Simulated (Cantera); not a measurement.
Charge: 1 mol Al(CH3)3, 0.84 mol O2, 4.6 mol N2, 0.75 mol NH3, held at 10.0 mbar.

Equilibrium computed with Cantera from the NASA thermochemical tables; the gas is ideal and each condensed phase is pure. Candidate condensed phases: Al, AlN, Al2O3, C, C6H6, C7H8, C8H18, H2O; 148 gas species. The feed counts by its element totals alone. Mutual solubility and eutectic melting of coexisting phases are not modelled. Equilibrium is a limit: real reactors are often held back by kinetics, nucleation or transport.

Problem. Which condensed phases are stable at each of these points (T (K)): 1098, 1148, 1198, 1248, 1298, 1348, 1398, 1448, 1498, 1548, 1598?

Solution. 
```csv
T (K),condensed phases,Al condensed (%)
1098,Al2O3(s) + C(graphite),100.0
1148,Al2O3(s) + C(graphite),100.0
1198,Al2O3(s) + C(graphite),100.0
1248,Al2O3(s) + C(graphite),100.0
1298,Al2O3(s) + C(graphite),100.0
1348,AlN(s) + Al2O3(s) + C(graphite),100.0
1398,AlN(s) + Al2O3(s) + C(graphite),100.0
1448,AlN(s) + Al2O3(s) + C(graphite),100.0
1498,AlN(s) + C(graphite),100.0
1548,AlN(s) + C(graphite),100.0
1598,AlN(s) + C(graphite),100.0
```

From 1098 K to 1298 K the condensed part is Al2O3(s) + C(graphite). From 1348 K to 1448 K the condensed part is AlN(s) + Al2O3(s) + C(graphite). From 1498 K to 1598 K the condensed part is AlN(s) + C(graphite).
